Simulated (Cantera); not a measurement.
Feed: 1 mol B2O3, 42 mol N2, at 190 Pa.

These are equilibrium values from Cantera (NASA tables, ideal gas, pure condensed phases), not measurements of a reactor. Candidate condensed phases: B, BN, B2O3; 17 gas species. The numbers say what is thermodynamically allowed, not how fast it happens.

Task: Which condensed phases are stable at each of these points (T (K)): 750, 900, 1050, 1200, 1350, 1500, 1650, 1800, 1950, 2100, 2250, 2400?

Result: 
```tsv
T (K)	condensed phases	B condensed (%)
750	B2O3(l)	100.0
900	B2O3(l)	100.0
1050	B2O3(l)	100.0
1200	B2O3(l)	100.0
1350	B2O3(l)	98.4
1500	B2O3(l)	51.5
1650	gas only	0.0
1800	gas only	0.0
1950	gas only	0.0
2100	gas only	0.0
2250	gas only	0.0
2400	gas only	0.0
```

From 750 K to 1500 K the condensed part is B2O3(l). From 1650 K to 2400 K nothing is condensed.
